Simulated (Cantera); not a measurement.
A closed system holds: 1 mol MgCO3, 0.27 mol H2O, at 777 °C and 12.0 Torr.

Method: chemical equilibrium by Gibbs-energy minimisation in Cantera with the NASA 1993 tables (ideal gas, pure condensed phases). Candidate condensed phases: C, C6H6, C7H8, C8H18, H2O, Mg, MgCO3, MgO, Mg(OH)2; 116 gas species. Rates play no part.

Base state: CO2 0.787, H2O 0.213 (mole fractions); condensed: MgO(s).

Problem. What changes in the equilibrium state with this change: 0.0055 mol H2 added?

Solution. 
```csv
species,before,after
CO2,0.787,0.781
H2O,0.213,0.215
CO,1.78e-6,0.00326
H2,5.65e-7,0.00106
"MgO(s), mol",1.00,1.00
```

Problem. What changes in the equilibrium state with this change: temperature from 777 °C to 1600 °C?

Solution. 
```csv
species,before,after
CO2,0.787,0.754
H2O,0.213,0.207
CO,1.78e-6,0.0233
O2,1.16e-6,0.0118
O,<1e-9,0.000203
H,<1e-9,0.000201
OH,5.79e-8,0.00208
"MgO(s), mol",1.00,1.000
```
